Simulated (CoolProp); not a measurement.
A simple Rankine cycle with n-perfluoropentane: condensing at 314.15 K, boiler at 1.31 MPa, turbine inlet 402.8 K, turbine efficiency 0.85, pump efficiency 0.6, no recuperator. Each further row changes one setting.

The numbers come from the reference Helmholtz-energy equation of state, Gao 2022 in CoolProp.

```
case                             thermal efficiency (%)  net work (kJ/kg)  heat in (kJ/kg)  turbine exit temperature (K)  volume ratio over the turbine
-------------------------------  ----------------------  ----------------  ---------------  ----------------------------  -----------------------------
as stated                                          10.5              16.0              151                         368.9                           11.7
turbine inlet 422.8 K                              10.1              17.7              174                         391.5                           10.4
condensing temperature 306.15 K                    11.5              18.3              160                         365.8                           15.4
boiler pressure 0.917 MPa                           9.1              14.5              159                         378.1                           6.90
turbine efficiency 0.75                             9.2              13.9              151                         371.1                           11.8
```
